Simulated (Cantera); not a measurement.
**Stirred combustor or abatement burner**

A perfectly stirred reactor is fed with 10.2 % CH₄, 2.44 % CO, 18.0 % O₂, 67.4 % N₂, 2.03 % H₂O, at 4.93 atm; it is adiabatic with a 798 K inlet, and is followed from long to short residence time, starting on the burning branch (τ in s: 0.074, 0.033, 0.015, 0.0066, 0.0029, 0.0013, 0.00059, 0.00026, 0.00012, 5.2e-05).

Detailed kinetics in Cantera: GRI-Mech 3.0 (53 species, 325 reactions).

| τ (s) | T (K) | x CH₄ | x CO | x O₂ | x NO₂ | x CH₂O |
|---|---|---|---|---|---|---|
| 0.074 | 2471 | 1.59e-6 | 0.0500 | 0.000471 | 8.40e-8 | 1.68e-7 |
| 0.033 | 2470 | 3.37e-6 | 0.0500 | 0.000517 | 8.41e-8 | 3.62e-7 |
| 0.015 | 2467 | 6.74e-6 | 0.0501 | 0.000608 | 8.46e-8 | 7.44e-7 |
| 0.0066 | 2461 | 1.30e-5 | 0.0503 | 0.000791 | 8.65e-8 | 1.51e-6 |
| 0.0029 | 2452 | 2.36e-5 | 0.0507 | 0.00112 | 9.05e-8 | 2.89e-6 |
| 0.0013 | 2437 | 4.02e-5 | 0.0513 | 0.00168 | 9.54e-8 | 5.20e-6 |
| 0.00059 | 2415 | 6.73e-5 | 0.0523 | 0.00254 | 9.87e-8 | 9.01e-6 |
| 0.00026 | 2384 | 0.000117 | 0.0538 | 0.00389 | 9.69e-8 | 1.57e-5 |
| 0.00012 | 2345 | 0.000205 | 0.0557 | 0.00577 | 8.84e-8 | 2.70e-5 |
| 5.2e-5 | 2291 | 0.000407 | 0.0589 | 0.00883 | 7.24e-8 | 5.08e-5 |
x: mole fraction; the columns are a selection and need not sum to one.
